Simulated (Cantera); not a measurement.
A Cantera script and what it prints.

```python
import numpy as np
import cantera as ct

gas_names = [...]  # 45 gases of nasa_gas.yaml made of Cu, F, H, N, O
cond_names = """
    Cu(cr) Cu(L) CuF2(s) CuF2(L) CuO(s) CuO2H2(s) Cu2O(s) Cu2O(L) H2O(s) H2O(L)
""".split()


# ... load() reads the species with a 1 bar reference pressure and builds the phases ...
atoms = {
    'CuF2': {'Cu': 1, 'F': 2},
    'HF': {'H': 1, 'F': 1},
    'N2': {'N': 2},
    'H2O': {'H': 2, 'O': 1},
}
top_T = {'CuO(s)': 1390}  # K; cautious upper limits of use, not melting points


# ... equilibrate(T, P, feed) seeds the gas with the atoms and calls Mixture.equilibrate('TP', solver="vcs", rtol=1e-11, max_steps=5000) ...
results = []
feed = {'CuF2': 1, 'HF': 0.44, 'N2': 0.11, 'H2O': 2.2}  # mol
P = 78  # Pa
for T in [848, 948, 1048, 1148, 1248, 1348, 1448, 1548]:
    mix = equilibrate(T, P, feed)
    results.append((T, P, feed, dict(zip(mix.species_names, mix.species_moles))))
    x = sorted(zip(gas.X, gas.species_names), reverse=True)
    print(f"T = {T:g} K  P = {P:g} Pa  gas = {mix.phase_moles(0):.4g} mol")
    print("   x: " + "  ".join(f"{s} {v:.3e}" for v, s in x if v > 1e-05))
    print("   condensed (mol): " + ("  ".join(f"{mix.phase(i).name} {mix.phase_moles(i):.4g}"
          for i in range(1, mix.n_phases) if mix.phase_moles(i) > 1e-12) or "none"))
```

Result:

```
T = 848 K  P = 78 Pa  gas = 3.752 mol
   x: HF 6.503e-01  H2O 3.198e-01  N2 2.932e-02  O2 5.077e-04
   condensed (mol): CuO(s) 0.9924  Cu2O(s) 0.00381
T = 948 K  P = 78 Pa  gas = 3.86 mol
   x: HF 6.322e-01  H2O 3.109e-01  N2 2.850e-02  O2 2.838e-02
   condensed (mol): CuO(s) 0.5618  Cu2O(s) 0.2191
T = 1048 K  P = 78 Pa  gas = 4 mol
   x: HF 6.100e-01  H2O 3.000e-01  O2 6.250e-02  N2 2.750e-02  CuF 2.350e-05
   condensed (mol): Cu2O(s) 0.5
T = 1148 K  P = 78 Pa  gas = 4 mol
   x: HF 6.097e-01  H2O 3.001e-01  O2 6.248e-02  N2 2.749e-02  CuF 2.016e-04  NO 1.315e-05  OH 1.095e-05
   condensed (mol): Cu2O(s) 0.4996
T = 1248 K  P = 78 Pa  gas = 4.003 mol
   x: HF 6.084e-01  H2O 3.004e-01  O2 6.244e-02  N2 2.747e-02  CuF 1.208e-03  OH 4.292e-05  NO 2.833e-05  Cu 1.590e-05
   condensed (mol): Cu2O(s) 0.4975
T = 1348 K  P = 78 Pa  gas = 4.013 mol
   x: HF 6.026e-01  H2O 3.017e-01  O2 6.232e-02  N2 2.739e-02  CuF 5.440e-03  Cu 3.058e-04  OH 1.377e-04  NO 5.434e-05
   condensed (mol): Cu2O(s) 0.4885
T = 1448 K  P = 78 Pa  gas = 4.059 mol
   x: HF 5.820e-01  H2O 3.050e-01  O2 6.243e-02  N2 2.705e-02  CuF 1.911e-02  Cu 3.868e-03  OH 3.777e-04  NO 9.499e-05  H2 4.024e-05  O 1.745e-05
   condensed (mol): Cu2O(s) 0.4533
T = 1548 K  P = 78 Pa  gas = 4.397 mol
   x: HF 5.153e-01  H2O 2.922e-01  O2 1.034e-01  CuF 3.968e-02  N2 2.492e-02  Cu 2.306e-02  OH 1.005e-03  NO 1.918e-04  H2 1.146e-04  O 8.787e-05  CuO 3.868e-05  Cu2 1.219e-05  H 1.180e-05
   condensed (mol): Cu(L) 0.7238
```

Method: chemical equilibrium by Gibbs-energy minimisation in Cantera with the NASA 1993 tables (ideal gas, pure condensed phases).
